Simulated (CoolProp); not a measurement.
Values from CoolProp's reference Helmholtz-energy equation of state, Zhou 2014.

Problem. Give the vapour pressure (MPa), liquid density (kg/m³), enthalpy of vaporisation (kJ/kg), surface tension (mN/m) of saturated cyclohexane at 316.6, 442.5 K.

Solution. 
```csv
T (K),p (MPa),liquid density (kg/m³),enthalpy of vaporisation (kJ/kg),surface tension (mN/m)
316.6,0.0282,756,381,22.2
442.5,0.800,620,285,8.53
```

Surface tension comes from a separate correlation (Mulero 2012).
